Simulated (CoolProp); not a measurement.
Properties of R1233zd(E) at several states (Tc = 438.9 K, pc = 3.583 MPa, ω = 0.304).

The numbers come from the reference Helmholtz-energy equation of state, Akasaka 2022 in CoolProp.

```csv
T (K),p (MPa),phase,density (kg/m³),Joule-Thomson coefficient (K/MPa),isothermal compressibility (1/MPa)
209,0.0173,liquid,1459,-0.4708,0.0008931
330.5,0.177,gas,8.825,[?],5.945
386.3,5.73,liquid,1046,0.1419,0.008039
269.2,1.01,liquid,1332,-0.3663,0.001642
233.4,0.0355,liquid,1408,-0.4329,0.001133
220.4,1.59,liquid,[?],[?],[?]
```

Some entries are withheld; supply them.


- 330.5, Joule-Thomson coefficient (K/MPa): 23.23
- 220.4, density (kg/m³): 1437
- 220.4, Joule-Thomson coefficient (K/MPa): -0.4559
- 220.4, isothermal compressibility (1/MPa): 0.0009791
